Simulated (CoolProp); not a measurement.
CF4 (R14) along the isobar 4.44 MPa: fugacity coefficient from the reference equation and from simpler models built on Tc = -45.8 °C, pc = 3.762 MPa, ω = 0.178; each cubic takes its own stable root.

The numbers come from the reference Helmholtz-energy equation of state, Platzer 1990 in CoolProp. This equation is an older, rougher fit; its heat capacities, sound speeds and derivatives of the liquid may be far off and weren't checked against measurements.

| T (°C) | phase | reference | van der Waals | Redlich-Kwong | Soave-Redlich-Kwong | Peng-Robinson |
|---|---|---|---|---|---|---|
| -57.15 | liquid | 0.4671 | 0.5440 | 0.4884 | 0.4755 | 0.4569 |
| -31.55 | supercritical | 0.6856 | ___ | 0.6795 | 0.6878 | 0.6621 |
| -5.95 | supercritical | 0.7787 | 0.7704 | 0.7675 | 0.7841 | 0.7575 |
| 19.65 | supercritical | 0.8393 | 0.8206 | ___ | 0.8474 | 0.8214 |
| 45.25 | supercritical | 0.8827 | 0.8573 | 0.8666 | 0.8922 | ___ |
| 70.85 | supercritical | 0.9149 | 0.8852 | 0.8971 | 0.9248 | 0.9015 |
| 96.45 | supercritical | 0.9395 | 0.9069 | 0.9201 | 0.9490 | 0.9272 |
| 122.05 | supercritical | 0.9587 | 0.9241 | 0.9378 | 0.9671 | 0.9469 |
| 147.65 | supercritical | 0.9738 | 0.9378 | 0.9516 | 0.9809 | 0.9622 |

Problem. Complete the blanks.

Solution. 
- -31.55, van der Waals: 0.6951
- 19.65, Redlich-Kwong: 0.8254
- 45.25, Peng-Robinson: 0.8674
